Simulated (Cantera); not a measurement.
A perfectly stirred reactor is fed with NH3 : N2 = 1 : 5.7 (molar parts), at 0.890 bar; it is held at 1700 K, and followed from long to short residence time.

Detailed kinetics in Cantera: the gas-phase N/H chemistry of the illustrative SiF4/NH3 mechanism in the Surface Chemkin manual (1991). Walls and surfaces, which speed up NH3 decomposition in real reactors, are not modelled.

Task: What does this change do: temperature 1700 to 2323 K?

Result: 
| quantity | before | after |
|---|---|---|
| x(NH3) at τ = 1.60 s | 0.0832 | 0.000134 |
| x(N2H2) at τ = 1.60 s | 7.34e-8 | 1.29e-9 |
| x(NH2) at τ = 1.60 s | 4.83e-5 | 1.04e-5 |
| x(H2) at τ = 1.60 s | 0.0861 | 0.192 |
| x(NH) at τ = 1.60 s | 6.07e-7 | 5.39e-6 |
| x(NH3) at τ = 0.110 s | 0.140 | 0.00233 |
| x(N2H2) at τ = 0.110 s | 1.63e-7 | 3.40e-8 |
| x(NH2) at τ = 0.110 s | 7.86e-5 | 7.82e-5 |
| x(H2) at τ = 0.110 s | 0.0123 | 0.190 |
| x(NH) at τ = 0.110 s | 6.33e-7 | 1.72e-5 |
